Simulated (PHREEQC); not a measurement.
A solution holds 0.022 mol NaH2PO4, 0.0093 mol NaOH and 2.6e-07 mol H4SiO4 per kg of water, at 25 °C. It is in equilibrium with CO2 at log p = 0 (atm). Otherwise closed; pH follows from the charge balance.

All values are PHREEQC results (ion-association model, phreeqc.dat), not measurements.

```
quantity               before    after
-------------------  --------  -------
HCO3- (mol/kgw)       0.00818  0.00183
HPO4-2 (mol/kgw)     0.000988  3.89e-5
NaHCO3 (mol/kgw)     0.000103  5.45e-6
SI of Quartz (SiO2)     -2.60    -3.30
```

Which change was made?
A) diluted 100-fold with water
B) diluted 5-fold with water
C) NaOH from 0.0093 to 0.093 mol/kgw
D) H4SiO4 from 2.6e-07 to 1.3e-06 mol/kgw
E) NaOH left out

B, diluted 5-fold with water

Precipitation was switched off in this run.
